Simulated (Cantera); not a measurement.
## Premixed flame

A freely propagating, adiabatic, planar premixed flame of H2 : O2 : N2 = 1 : 0.455 : 1.71 (molar parts), equivalence ratio 1.1, unburnt at 500 K and 0.132 atm; mixture-averaged transport, grid criteria slope 0.08 and curve 0.16, no radiation.

Model: the H2/O2 subset of GRI-Mech 3.0, which has no nitrogen chemistry, integrated in Cantera. Burning velocities carry a grid error of a few per cent, more on coarse grids.

```
z (mm)  T (K)  u (m/s)    x H2    x O2      x OH     x H2O       x H    x HO2
------  -----  -------  ------  ------  --------  --------  --------  -------
-18.3     500     4.54   0.316   0.144     <1e-8     <1e-8     <1e-8    <1e-8
-12.2     500     4.54   0.316   0.144     <1e-8     <1e-8     <1e-8    <1e-8
-9.15     500     4.54   0.316   0.144     <1e-8     <1e-8     <1e-8    <1e-8
-6.10     500     4.54   0.316   0.144     <1e-8     <1e-8     <1e-8  5.59e-8
-3.05     505     4.58   0.315   0.144   2.10e-5  0.000243  0.000111  6.49e-5
-1.52     656     5.87   0.291   0.140  0.000410    0.0125   0.00756  4.43e-5
0        1091     9.44   0.152  0.0912   0.00290     0.116    0.0664  1.51e-5
1.52     1370     11.7  0.0595  0.0332   0.00762     0.219    0.0939  4.94e-6
3.05     1485     12.6  0.0554  0.0268   0.00985     0.231    0.0859  3.49e-6
6.10     1620     13.6  0.0579  0.0238    0.0123     0.238    0.0722  2.63e-6
12.2     1773     14.7  0.0595  0.0206    0.0148     0.247    0.0573  1.93e-6
24.4     1932     15.9  0.0590  0.0171    0.0165     0.259    0.0430  1.38e-6
48.8     2088     16.9  0.0566  0.0135    0.0170     0.272    0.0305  1.01e-6
```
x: mole fraction of selected species; z is measured from the peak of heat release.

```json
{
 "laminar_burning_velocity": "454 cm/s",
 "thermal_thickness": "6.10 mm",
 "peak x(OH)": "0.0170",
 "peak x(H)": "0.0942",
 "peak x(HO2)": "7.46e-5",
 "grid_points": "140"
}
```
